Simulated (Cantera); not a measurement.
# Carbothermic reduction: Fe₂O₃ + CH₄ + N₂

Charge: 1 mol Fe₂O₃, 2.1 mol CH₄, 0.13 mol N₂, held at 0.160 bar.

Equilibrium computed with Cantera from the NASA thermochemical tables; the gas is ideal and each condensed phase is pure. Candidate condensed phases: C, C₆H₆, C₇H₈, C₈H₁₈, Fe, Fe(CO)₅, FeO, Fe(OH)₂, Fe(OH)₃, Fe₂O₃, Fe₃O₄, H₂O; 140 gas species. Kinetics and transport are ignored.

```tsv
T (°C)	log p H₂	log p CO	log p H₂O	log p Fe	log p CO₂	log p N₂	log p H	log p OH	n Fe(γ)	n Fe(δ)	n Fe(l)
1200	-1.06	-1.32	-1.74	-7.08	-2.38	-2.49	-5.43	-7.69	2.00	0	0
1275	-1.07	-1.31	-1.73	-6.39	-2.42	-2.49	-5.04	-7.18	2.00	0	0
1350	-1.07	-1.31	-1.72	-5.78	-2.46	-2.49	-4.69	-6.73	2.00	0	0
1425	-1.07	-1.31	-1.72	-5.22	-2.49	-2.49	-4.37	-6.31	0	2.00	0
1500	-1.07	-1.31	-1.71	-4.70	-2.52	-2.49	-4.08	-5.93	0	2.00	0
1575	-1.07	-1.31	-1.71	-4.24	-2.55	-2.49	-3.81	-5.58	0	0	2.00
1650	-1.07	-1.31	-1.71	-3.83	-2.57	-2.49	-3.56	-5.26	0	0	1.99
1725	-1.08	-1.31	-1.70	-3.45	-2.60	-2.49	-3.33	-4.96	0	0	1.99
1800	-1.08	-1.31	-1.70	-3.10	-2.62	-2.49	-3.12	-4.69	0	0	1.97
1875	-1.08	-1.31	-1.71	-2.77	-2.64	-2.50	-2.92	-4.43	0	0	1.93
1950	-1.09	-1.31	-1.71	-2.47	-2.66	-2.50	-2.74	-4.20	0	0	1.86
2025	-1.10	-1.32	-1.72	-2.18	-2.69	-2.51	-2.57	-3.98	0	0	1.72
```
log p: log10 of the partial pressure in bar; n: condensed amount in mol.

From 1200 °C to 1350 °C the condensed part is Fe(γ). From 1425 °C to 1500 °C the condensed part is Fe(δ). From 1575 °C to 2025 °C the condensed part is Fe(l). The main Fe-bearing gas is Fe(OH)₂ at 1200 °C and Fe at 2025 °C.
